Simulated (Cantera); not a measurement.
**Diamond growth**

A diamond (100) surface in a fixed gas of H2 with x(CH4) = 0.015, x(CH3) = 0.00069, at 1325 K, 218 Torr; coverages are run to steady state.

Computed with Cantera and the Harris–Goodwin 1993 mechanism for the reconstructed diamond (100) surface.

| x(H) | growth (µm/h) | θ c6HH | θ c6H* | θ c6*H | θ c6** | θ c6HM |
|---|---|---|---|---|---|---|
| 0.0001 | 1.84 | 0.668 | 0.0284 | 0.291 | 0.00338 | 0.00213 |
| 0.00024 | 6.61 | 0.539 | 0.0389 | 0.399 | 0.00927 | 0.00314 |
| 0.00055 | 16.3 | 0.454 | 0.0455 | 0.467 | 0.0188 | 0.00404 |
| 0.0013 | 33.2 | 0.403 | 0.0491 | 0.503 | 0.0307 | 0.00474 |
| 0.0031 | 60.0 | 0.378 | 0.0507 | 0.518 | 0.0407 | 0.00492 |
| 0.0073 | 101 | 0.367 | 0.0516 | 0.525 | 0.0468 | 0.00442 |
| 0.017 | 157 | 0.363 | 0.0526 | 0.528 | 0.0502 | 0.00334 |
| 0.04 | 215 | 0.361 | 0.0541 | 0.529 | 0.0522 | 0.00208 |
| 0.095 | 263 | 0.360 | 0.0574 | 0.526 | 0.0540 | 0.00110 |
θ: site fractions in the mechanism's names (c6HH fully hydrogenated, c6H* and c6*H radical sites, c6** diradical, c6HM methylated).
